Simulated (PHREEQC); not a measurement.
## Acid rinse or clean (model solution)

Solution (35 °C): 0.078 mol/kgw HCl, 0.16 mol/kgw CaCl2 and 0.002 mol/kgw MnSO4. Closed to the air; pH follows from the charge balance.

Computed with PHREEQC (ion-association model, phreeqc.dat).

No solid was allowed to form.

### Question
Predict the pH, activity of water.

### Answer
pH 1.24; activity of water 0.989.

### Question
In which forms is S present?

### Answer
HSO4- 37 %, CaSO4 25 %, SO4-2 20 %, CaHSO4+ 18 % of the S.
